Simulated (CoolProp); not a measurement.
A single-stage vapour-compression cycle with the fluid: evaporating at 270.15 K (dew point), condensing at 332.15 K (bubble point), superheat 5 K, subcooling 0 K, compressor efficiency 0.6, no pressure losses. The same conditions are run with several fluids, on thermodynamics alone (safety and materials aside).

Model: reference Helmholtz-energy equation of state of each fluid (R115: Lemmon 2016; R113: Marx 1992; R1132(E): Akasaka 2024; cyclopentane: Gedanitz 2015; R1336mzz(E): Akasaka 2023; R1233zd(E): Akasaka 2022), in CoolProp.

Q: Rank R115, R113, R1132(E), cyclopentane, R1336mzz(E), R1233zd(E) by cooling COP, highest first.

A: cyclopentane (2.17), R113 (2.02), R1233zd(E) (2.00), R1336mzz(E) (1.73), R1132(E) (1.56), R115 (1.28)

| fluid | pressure ratio | discharge temperature (K) | refrigerating effect (kJ/kg) | volumetric capacity (kJ/m³) |
|---|---|---|---|---|
| R115 | 5.04 | 342.4 | 43.1 | 1300 |
| R113 | 11.2 | 356.3 | 106 | 113 |
| R1132(E) | 4.93 | 384.8 | 137 | 3260 |
| cyclopentane | 11.2 | 385.9 | 317 | 120 |
| R1336mzz(E) | 8.70 | 343.7 | 85.3 | 403 |
| R1233zd(E) | 8.97 | 363.5 | 134 | 331 |
